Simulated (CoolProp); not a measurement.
Vapour-liquid equilibrium of R125 (1) + R236FA (2) at 186.7 K; x and y are mole fractions of (1).

Model: multi-fluid Helmholtz-energy mixture model, Lemmon 2005 and Pan 2012; pair parameters Bell 2016, in CoolProp.

```json
[
 {"x": "0.05", "bubble pressure, mixture model (kPa)": "0.8677", "bubble pressure, Raoult's law (kPa)": "0.8160", "y, mixture model": "0.614", "y, Raoult's law": "0.590"},
 {"x": "0.15", "bubble pressure, mixture model (kPa)": "1.862", "bubble pressure, Raoult's law (kPa)": "1.743", "y, mixture model": "0.838", "y, Raoult's law": "0.828"},
 {"x": "0.25", "bubble pressure, mixture model (kPa)": "2.819", "bubble pressure, Raoult's law (kPa)": "2.670", "y, mixture model": "0.905", "y, Raoult's law": "0.901"},
 {"x": "0.35", "bubble pressure, mixture model (kPa)": "3.748", "bubble pressure, Raoult's law (kPa)": "3.597", "y, mixture model": "0.938", "y, Raoult's law": "0.936"},
 {"x": "0.45", "bubble pressure, mixture model (kPa)": "4.657", "bubble pressure, Raoult's law (kPa)": "4.525", "y, mixture model": "0.957", "y, Raoult's law": "0.957"},
 {"x": "0.55", "bubble pressure, mixture model (kPa)": "5.556", "bubble pressure, Raoult's law (kPa)": "5.452", "y, mixture model": "0.970", "y, Raoult's law": "0.971"},
 {"x": "0.65", "bubble pressure, mixture model (kPa)": "6.450", "bubble pressure, Raoult's law (kPa)": "6.379", "y, mixture model": "0.980", "y, Raoult's law": "0.981"},
 {"x": "0.75", "bubble pressure, mixture model (kPa)": "7.345", "bubble pressure, Raoult's law (kPa)": "7.306", "y, mixture model": "0.987", "y, Raoult's law": "0.988"},
 {"x": "0.85", "bubble pressure, mixture model (kPa)": "8.247", "bubble pressure, Raoult's law (kPa)": "8.233", "y, mixture model": "0.993", "y, Raoult's law": "0.994"},
 {"x": "0.95", "bubble pressure, mixture model (kPa)": "9.161", "bubble pressure, Raoult's law (kPa)": "9.160", "y, mixture model": "0.998", "y, Raoult's law": "0.998"}
]
```

The largest gap from Raoult's law is +6.8 % in bubble pressure, at x = 0.15. No azeotrope shows between x = 0.05 and 0.95.

The pair parameters rest on a limited set of measurements; away from them the model extrapolates.
